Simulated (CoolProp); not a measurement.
The fluid at 298.15 K and 0.109 MPa is throttled through a valve to 0.0203 MPa with no heat exchange. The same conditions are run with several fluids, on thermodynamics alone (safety and materials aside).

The numbers come from the reference Helmholtz-energy equation of state of each fluid (R1224YDZ: Akasaka 2023; R124: de Vries 1995; n-butane: Bücker 2006; CF4 (R14): Platzer 1990; R114: Platzer 1990) in CoolProp. The equations of Platzer and Polt are older, rougher fits.

Rank R1224YDZ, R124, n-butane, CF4 (R14), R114 by temperature change (K), highest first.

CF4 (R14) (-0.5), R114 (-1.7), R124 (-2.0), n-butane (-2.2), R1224YDZ (-3.5)

| fluid | final density (kg/m³) |
|---|---|
| R1224YDZ | 1.24 |
| R124 | 1.13 |
| n-butane | 0.482 |
| CF4 (R14) | 0.722 |
| R114 | 1.42 |
